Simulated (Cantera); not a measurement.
Cantera run:

```python
import numpy as np
import cantera as ct

gas_names = """
    H HO2 H2 H2O H2O2 O OH O2 O3 Pb PbO Pb2
""".split()
cond_names = """
    H2O(s) H2O(L) Pb(cr) Pb(L) PbO(rd) PbO(yw) PbO(L) PbO2(s) Pb3O4(s)
""".split()


# ... load() reads the species with a 1 bar reference pressure and builds the phases ...
atoms = {
    'Pb': {'Pb': 1},
    'O2': {'O': 2},
    'H2': {'H': 2},
}
top_T = {'Pb3O4(s)': 820}  # K; cautious upper limits of use, not melting points


# ... equilibrate(T, P, feed) seeds the gas with the atoms and calls Mixture.equilibrate('TP', solver="vcs", rtol=1e-11, max_steps=5000) ...
results = []
T = 1248  # K
P = 133.322  # Pa
for m in [5.4, 6.8, 8.6, 11, 14, 17, 22, 28, 35, 45, 56]:
    feed = {'Pb': 1, 'O2': 0.36, 'H2': m}  # mol
    mix = equilibrate(T, P, feed)
    results.append((T, P, feed, dict(zip(mix.species_names, mix.species_moles))))

top = {s: max(r[3][s] / sum(r[3][g] for g in gas_names) for r in results) for s in gas_names}
cols = sorted((s for s in top if top[s] > 0.0001), key=lambda s: -top[s])[:5]
seen = [c for c in cond_names if any(r[3].get(c, 0) > 1e-12 for r in results)]
print("log10 of partial pressures in bar; condensed amounts in mol")
print(f"{'n(H2)':>10s}" + "".join(f"{s[:9]:>10s}" for s in cols + seen))
for T, P, feed, n in results:
    ng = sum(n[g] for g in gas_names)
    print(f"{feed['H2']:10.4g}" + "".join(f"{np.log10(max(n[s] / ng * P / 1e5, 1e-99)):10.3f}" for s in cols)
          + "".join(f"{n.get(c, 0):10.4g}" for c in seen))
```

It prints:

```
log10 of partial pressures in bar; condensed amounts in mol
     n(H2)        H2        Pb       H2O
       5.4    -3.011    -3.681    -3.824
       6.8    -2.983    -3.767    -3.910
       8.6    -2.961    -3.857    -4.000
        11    -2.942    -3.954    -4.097
        14    -2.928    -4.051    -4.194
        17    -2.919    -4.130    -4.273
        22    -2.909    -4.237    -4.379
        28    -2.902    -4.338    -4.480
        35    -2.896    -4.431    -4.574
        45    -2.892    -4.538    -4.681
        56    -2.888    -4.631    -4.774
```

These are equilibrium values from Cantera (NASA tables, ideal gas, pure condensed phases), not measurements of a reactor.
